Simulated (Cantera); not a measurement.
Adiabatic ignition

An adiabatic, constant-volume homogeneous reactor starts with CH4 : H2 : O2 : N2 = 1 : 3.2 : 1.62 : 7.8 (molar parts), equivalence ratio 2.2, at 1050 K and 16.0 bar.

Model: GRI-Mech 3.0 (53 species, 325 reactions), integrated in Cantera. The pressure lies above the range GRI-Mech 3.0 was tuned for (to about 10 atm).

| t (s) | T (K) | P (bar) | x CH4 | x H2 | x O2 | x CH2 | x HCO |
|---|---|---|---|---|---|---|---|
| 6.00e-6 | 1050 | 16.0 | 0.0734 | 0.235 | 0.119 | <1e-12 | <1e-12 |
| 1.23e-5 | 1050 | 16.0 | 0.0734 | 0.235 | 0.119 | <1e-12 | <1e-12 |
| 2.54e-5 | 1050 | 16.0 | 0.0734 | 0.235 | 0.119 | <1e-12 | <1e-12 |
| 5.22e-5 | 1050 | 16.0 | 0.0734 | 0.235 | 0.119 | <1e-12 | <1e-12 |
| 0.000107 | 1050 | 16.0 | 0.0734 | 0.235 | 0.119 | <1e-12 | <1e-12 |
| 0.000221 | 1050 | 16.0 | 0.0734 | 0.235 | 0.119 | <1e-12 | <1e-12 |
| 0.000455 | 1050 | 16.0 | 0.0734 | 0.235 | 0.119 | <1e-12 | <1e-12 |
| 0.000935 | 1051 | 16.0 | 0.0734 | 0.235 | 0.119 | <1e-12 | 2.50e-12 |
| 0.00192 | 1095 | 16.6 | 0.0727 | 0.231 | 0.116 | 1.25e-11 | 4.69e-9 |
| 0.00396 | 2482 | 38.9 | 2.28e-8 | 0.218 | 3.79e-7 | 4.29e-11 | 6.37e-7 |
| 0.00814 | 2482 | 38.9 | 2.28e-8 | 0.218 | 3.79e-7 | 4.28e-11 | 6.37e-7 |
| 0.0168 | 2482 | 38.9 | 2.28e-8 | 0.218 | 3.79e-7 | 4.28e-11 | 6.37e-7 |
| 0.0345 | 2482 | 38.9 | 2.28e-8 | 0.218 | 3.79e-7 | 4.28e-11 | 6.37e-7 |
| 0.0709 | 2482 | 38.9 | 2.28e-8 | 0.218 | 3.79e-7 | 4.28e-11 | 6.37e-7 |
| 0.146 | 2482 | 38.9 | 2.28e-8 | 0.218 | 3.79e-7 | 4.28e-11 | 6.37e-7 |
| 0.300 | 2482 | 38.9 | 2.28e-8 | 0.218 | 3.79e-7 | 4.28e-11 | 6.37e-7 |
x: mole fraction; the columns are a selection and need not sum to one.

```
Property                                                            Result
---------------------------------  ---------------------------------------
time of steepest temperature rise                                  2.10 ms
temperature at 0.300 s                                              2482 K
equilibrium temperature                                             2482 K
x(CH4) at 0.300 s                  2.28e-8 (gas-phase equilibrium 2.54e-8)
x(H2) at 0.300 s                       0.218 (gas-phase equilibrium 0.218)
x(O2) at 0.300 s                   3.79e-7 (gas-phase equilibrium 3.79e-7)
```
